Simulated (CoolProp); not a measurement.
Vapour-liquid equilibrium of propylene (1) + R152A (2) at 263.3 K; x and y are mole fractions of (1).

The numbers come from the multi-fluid Helmholtz-energy mixture model, Lemmon 2013 and Outcalt 1996; pair parameters Bell 2016 in CoolProp.

Give the bubble pressure and the first vapour's composition at x = 0.45, 0.55, 0.65. Is there an azeotrope?

x = 0.45: 380.8 kPa, y = 0.671; x = 0.55: 399.6 kPa, y = 0.718; x = 0.65: 414.2 kPa, y = 0.762. y crosses x between x = 0.85 and 0.95: the model has an azeotrope there.

Pair parameters are fitted to limited data, so mixtures are less certain than the pure fluids.
